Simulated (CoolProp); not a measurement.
Isobutane along the isotherm 575 K: Z from the reference equation and from simpler models built on Tc = 407.8 K, pc = 3629 kPa, ω = 0.184; each cubic takes its own stable root.

Values from CoolProp's reference Helmholtz-energy equation of state, Bücker 2006.

| p (kPa) | phase | reference |
|---|---|---|
| 3180 | gas | 0.9114 |
| 6360 | supercritical | 0.8335 |
| 9550 | supercritical | 0.7808 |
| 12700 | supercritical | 0.7666 |
| 15900 | supercritical | 0.7864 |
| 19100 | supercritical | 0.8275 |
| 22300 | supercritical | 0.8802 |
| 25500 | supercritical | 0.9392 |
| 28600 | supercritical | 0.9995 |
| 31800 | supercritical | 1.064 |
| 35000 | supercritical | 1.128 |

### Question
How far does each simpler model (Soave-Redlich-Kwong, Peng-Robinson) lie from the reference over these 11 states: mean and median of the absolute difference, and the worst?

### Answer
- Soave-Redlich-Kwong: mean 5.0 %, median 5.3 %, worst +7.6 % at 575 K and 15900 kPa
- Peng-Robinson: mean 1.9 %, median 1.2 %, worst -5.0 % at 575 K and 35000 kPa
